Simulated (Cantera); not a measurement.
A closed system holds: 1 mol MgCO3, 2.4 mol SO3, 0.058 mol O2, at 1.00 bar.

Method: chemical equilibrium by Gibbs-energy minimisation in Cantera with the NASA 1993 tables (ideal gas, pure condensed phases). Candidate condensed phases: C, Mg, MgCO3, MgO, MgS, MgSO4, S; 26 gas species. Kinetics and transport are ignored.

Problem. Which condensed phases are stable at each of these points (T (°C)): 475, 575, 675, 775, 875, 975, 1075, 1175, 1275, 1375, 1475, 1575?

Solution. 
```csv
T (°C),condensed phases,Mg condensed (%)
475,MgSO4(s),100.0
575,MgSO4(s),100.0
675,MgSO4(s),100.0
775,MgSO4(s),100.0
875,MgSO4(s),100.0
975,MgSO4(s),100.0
1075,MgO(s),100.0
1175,MgO(s),100.0
1275,MgO(s),100.0
1375,MgO(s),100.0
1475,MgO(s),100.0
1575,MgO(s),100.0
```

From 475 °C to 975 °C the condensed part is MgSO4(s). From 1075 °C to 1575 °C the condensed part is MgO(s).
